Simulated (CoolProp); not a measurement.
Aqueous ammonia as a coolant, 19 % by mass, freezing at -33.5 °C, 1 atm.

Computed with CoolProp (Melinder's fits for secondary coolants).

```tsv
T (°C)	Prandtl number	viscosity (mPa s)	conductivity (W/(m K))	density (kg/m³)
-16	40.3	3.99	0.421	939.7
-11.4	32.9	3.32	0.429	938.3
-6.8	27.2	2.80	0.437	936.9
-2.3	22.9	2.41	0.445	935.3
2.3	19.4	2.08	0.453	933.7
6.9	16.6	1.82	0.460	931.9
11.4	14.4	1.60	0.468	930.0
16	12.5	1.41	0.476	928.0
20.6	10.8	1.24	0.484	925.8
25.1	9.42	1.10	0.492	923.6
29.7	8.16	0.972	0.500	921.3
```
